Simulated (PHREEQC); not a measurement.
Consider water at 25 °C with 22 mmol/kgw AlCl3, 130 mmol/kgw FeCl2 and 0.35 mmol/kgw H3BO3. Closed to the air; pH follows from the charge balance.

Equilibrium calculation in PHREEQC: ion-association model, wateq4f.dat.

Precipitation was switched off in this run.

### Question
Estimate the pH, activity of water.

### Answer
pH 3.59; activity of water 0.992.

### Question
In which forms is Fe present?

### Answer
Fe+2 91 %, FeCl+ 9.3 % of the Fe.
